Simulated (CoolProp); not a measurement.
Vapour-liquid equilibrium of n-butane (1) + benzene (2) at 6.94 bar; x and y are mole fractions of (1).

The numbers come from the multi-fluid Helmholtz-energy mixture model, Bücker 2006 and Thol 2012; pair parameters Bell 2016 in CoolProp.

```
x      bubble temperature (K)  y at the bubble point  dew temperature at overall composition x (K)  liquid density (mol/L)
-----  ----------------------  ---------------------  --------------------------------------------  ----------------------
0.05                    420.6                  0.218                                         429.5                   9.297
0.125                   405.3                  0.460                                         425.7                   9.430
0.2                     392.2                  0.622                                         421.6                   9.523
0.275                   381.5                  0.729                                         417.3                   9.577
0.35                    372.9                  0.800                                         412.7                   9.596
0.425                   365.9                  0.848                                         407.8                   9.585
0.5                     360.2                  0.883                                         402.3                   9.550
0.575                   355.5                  0.909                                         396.4                   9.497
0.65                    351.5                  0.929                                         389.7                   9.429
0.725                   348.0                  0.946                                         382.0                   9.351
0.8                     344.7                  0.961                                         372.9                   9.264
0.875                   341.7                  0.976                                         361.6                   9.174
0.95                    338.6                  0.990                                         347.2                   9.083
```

No azeotrope shows between x = 0.05 and 0.95.

Pair parameters are fitted to limited data, so mixtures are less certain than the pure fluids. The gap from Raoult's law changes sign with composition, which may be real or a fault of the pair parameters; it wasn't checked against measurements.
